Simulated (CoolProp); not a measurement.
Saturation properties of methane.

Computed with CoolProp (reference Helmholtz-energy equation of state, Setzmann 1991).

| T (K) | p (MPa) | vapour density (kg/m³) | enthalpy of vaporisation (kJ/kg) | liquid cp (kJ/(kg K)) | vapour viscosity (µPa s) |
|---|---|---|---|---|---|
| 96.6 | 0.02379 | 0.4814 | 535.7 | 3.392 | 3.62 |
| 106.7 | 0.06595 | 1.225 | 519.6 | 3.447 | 4.04 |
| 116.9 | 0.1528 | 2.649 | 500.9 | 3.522 | 4.46 |
| 127.1 | 0.3074 | 5.062 | 479.0 | 3.623 | 4.87 |
| 137.2 | 0.5531 | 8.809 | 453.2 | 3.763 | 5.29 |
| 147.4 | 0.9227 | 14.49 | 421.7 | 3.976 | 5.76 |
| 157.5 | 1.438 | 22.78 | 383.2 | 4.317 | 6.32 |
| 167.7 | 2.141 | 35.30 | 333.6 | 4.958 | 7.08 |

It boils at 111.7 K under 1 atm.

Viscosity comes from a separate model (Quiñones-Cisneros 2006).
